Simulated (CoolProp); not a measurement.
A closed Brayton cycle with carbon dioxide: compressor inlet 317.15 K and 8.6 MPa, high pressure 16.3 MPa, turbine inlet 780 K, compressor efficiency 0.8, turbine efficiency 0.93, recuperator effectiveness 0.8 (on enthalpy, no pinch check). Each further row changes one setting.

Values from CoolProp's reference Helmholtz-energy equation of state, Span 1996.

```
case                           thermal efficiency (%)  net work (kJ/kg)  compressor to turbine work  compressor exit (K)  turbine exit (K)
-----------------------------  ----------------------  ----------------  --------------------------  -------------------  ----------------
as stated                                         ___              57.7                        0.31                362.7             702.9
turbine inlet 730 K                              23.4               ___                         ___                362.7             655.9
compressor inlet 327.15 K                        23.7              51.4                         ___                380.6             702.9
high pressure 13.9 MPa                           20.9              44.9                        0.30                  ___             721.8
recuperator effectiveness 0.5                    16.1              57.7                        0.31                362.7             702.9
```

Task: Complete the blanks.

Result: 
- as stated, thermal efficiency (%): 24.3
- turbine inlet 730 K, net work (kJ/kg): 51.6
- turbine inlet 730 K, compressor to turbine work: 0.34
- compressor inlet 327.15 K, compressor to turbine work: 0.39
- high pressure 13.9 MPa, compressor exit (K): 351.1
